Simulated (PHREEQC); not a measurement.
Solution (20 °C): 2.7 mol/kgw KCl, 0.045 mol/kgw MgSO4 and 8e-05 mol/kgw H4SiO4. Closed to the air; pH follows from the charge balance.

The numbers come from PHREEQC with the Pitzer model, pitzer.dat.

Each row changes one thing in this solution. Precipitation was switched off in this run.

```csv
case,pH,H3SiO4- (mol/kgw),MgOH+ (mol/kgw),HSO4- (mol/kgw),SI of Sylvite (KCl),SI of Arcanite (K2SO4)
as made,6.66,1.34e-7,6.32e-8,5.69e-8,-0.48,-0.57
KCl from 2.7 to 0.27 mol/kgw,6.86,1.33e-7,8.52e-8,1.05e-7,-2.35,-1.78
H4SiO4 from 8e-05 to 7.2e-05 mol/kgw,6.67,1.24e-7,6.50e-8,5.53e-8,-0.48,-0.57
H4SiO4 from 8e-05 to 0.0008 mol/kgw,6.26,5.43e-7,2.57e-8,1.40e-7,-0.48,-0.57
H4SiO4 replaced by Na2SiO3 at the same molality,9.68,5.06e-5,6.59e-5,5.45e-11,-0.48,-0.57
```

Complexes and solids missing from the database can't appear. In brines, pH and single-ion activities rest on the MacInnes convention.
